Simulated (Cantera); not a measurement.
A closed system holds: 1 mol PbO, 0.15 mol CO, a varied amount of H2, held at 1623 K and 2.80 bar.

Method: chemical equilibrium by Gibbs-energy minimisation in Cantera with the NASA 1993 tables (ideal gas, pure condensed phases). Candidate condensed phases: C, C6H6, C7H8, C8H18, H2O, Pb, PbO, PbO2, Pb3O4; 113 gas species. Equilibrium is a limit: real reactors are often held back by kinetics, nucleation or transport.

x: gas mole fraction; n: condensed amount in mol.

```csv
n(H2) (mol),x H2,x H2O,x CO,x Pb,x CO2,n Pb(l)
1.7,0.392,0.503,0.0558,0.0262,0.0231,0.950
2.3,0.528,0.386,0.0482,0.0262,0.0114,0.934
3.2,0.645,0.285,0.0382,0.0262,0.00544,0.910
4.4,0.730,0.211,0.0294,0.0262,0.00274,0.877
6.1,0.796,0.154,0.0220,0.0262,0.00138,0.832
8.4,0.843,0.113,0.0164,0.0262,0.000709,?
12,0.882,0.0798,0.0117,0.0262,0.000341,?
16,0.905,0.0601,0.00885,0.0262,0.000190,?
22,0.923,0.0439,0.00649,0.0262,9.95e-5,?
30,0.937,0.0322,0.00479,0.0262,5.32e-5,?
42,0.950,0.0231,0.00345,0.0231,2.71e-5,?
```

**Question.** Fill in the missing entries.

**Answer.** 
- 8.4, n Pb(l): 0.770
- 12, n Pb(l): 0.672
- 16, n Pb(l): 0.565
- 22, n Pb(l): 0.403
- 30, n Pb(l): 0.187
- 42, n Pb(l): 0
